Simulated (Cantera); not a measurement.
# Moist CO burnout

An isothermal, constant-pressure homogeneous reactor starts with CO : O₂ : H₂O : N₂ = 0.0091 : 0.014 : 0.018 : 1 (molar parts), at 875 K and 105 Torr.

Computed with Cantera and GRI-Mech 3.0 (53 species, 325 reactions).

```json
[
 {"t (s)": "1.00e-5", "x CO": "0.00874", "x O₂": "0.0134", "x H₂O": "0.0173", "x O": "<1e-12", "x H₂O₂": "<1e-12", "x N₂O": "<1e-12"},
 {"t (s)": "2.64e-5", "x CO": "0.00874", "x O₂": "0.0134", "x H₂O": "0.0173", "x O": "<1e-12", "x H₂O₂": "<1e-12", "x N₂O": "<1e-12"},
 {"t (s)": "6.96e-5", "x CO": "0.00874", "x O₂": "0.0134", "x H₂O": "0.0173", "x O": "<1e-12", "x H₂O₂": "<1e-12", "x N₂O": "<1e-12"},
 {"t (s)": "0.000184", "x CO": "0.00874", "x O₂": "0.0134", "x H₂O": "0.0173", "x O": "<1e-12", "x H₂O₂": "<1e-12", "x N₂O": "<1e-12"},
 {"t (s)": "0.000484", "x CO": "0.00874", "x O₂": "0.0134", "x H₂O": "0.0173", "x O": "<1e-12", "x H₂O₂": "<1e-12", "x N₂O": "<1e-12"},
 {"t (s)": "0.00128", "x CO": "0.00874", "x O₂": "0.0134", "x H₂O": "0.0173", "x O": "<1e-12", "x H₂O₂": "<1e-12", "x N₂O": "<1e-12"},
 {"t (s)": "0.00337", "x CO": "0.00874", "x O₂": "0.0134", "x H₂O": "0.0173", "x O": "2.14e-12", "x H₂O₂": "<1e-12", "x N₂O": "<1e-12"},
 {"t (s)": "0.00890", "x CO": "0.00874", "x O₂": "0.0134", "x H₂O": "0.0173", "x O": "5.76e-12", "x H₂O₂": "<1e-12", "x N₂O": "<1e-12"},
 {"t (s)": "0.0235", "x CO": "0.00874", "x O₂": "0.0134", "x H₂O": "0.0173", "x O": "1.79e-11", "x H₂O₂": "<1e-12", "x N₂O": "<1e-12"},
 {"t (s)": "0.0619", "x CO": "0.00874", "x O₂": "0.0134", "x H₂O": "0.0173", "x O": "8.52e-11", "x H₂O₂": "<1e-12", "x N₂O": "<1e-12"},
 {"t (s)": "0.163", "x CO": "0.00874", "x O₂": "0.0134", "x H₂O": "0.0173", "x O": "1.77e-9", "x H₂O₂": "<1e-12", "x N₂O": "<1e-12"},
 {"t (s)": "0.431", "x CO": "0.00870", "x O₂": "0.0134", "x H₂O": "0.0173", "x O": "5.85e-6", "x H₂O₂": "7.47e-8", "x N₂O": "1.90e-10"},
 {"t (s)": "1.14", "x CO": "0.00365", "x O₂": "0.0110", "x H₂O": "0.0172", "x O": "1.68e-5", "x H₂O₂": "3.54e-8", "x N₂O": "1.63e-8"},
 {"t (s)": "3.00", "x CO": "0.000763", "x O₂": "0.00950", "x H₂O": "0.0173", "x O": "2.92e-6", "x H₂O₂": "6.16e-8", "x N₂O": "2.73e-8"}
]
```
x: mole fraction; the columns are a selection and need not sum to one.

Equilibrium at this temperature and pressure: CO <1e-12, O₂ 0.00912, H₂O 0.0174, O <1e-12, H₂O₂ <1e-12, N₂O 5.96e-11 (gas phase only).
